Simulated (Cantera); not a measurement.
Ignition delay

Mixture: 5.03 % CH4, 14.0 % O2, 81.0 % N2, equivalence ratio 0.72, at 0.720 bar, adiabatic and at constant volume. Ignition delay is the time to a rise of 400 K.

Model: GRI-Mech 3.0 (53 species, 325 reactions), integrated in Cantera.

```
T0 (K)  delay (ms)
------  ----------
1248          37.2
1323          13.6
1398          5.45
1473          2.40
1548          1.16
1623         0.620
1698         0.356
```

```
Item                                                     Value
--------------------------------------------------  ----------
apparent activation energy between 1548 and 1698 K  170 kJ/mol
```
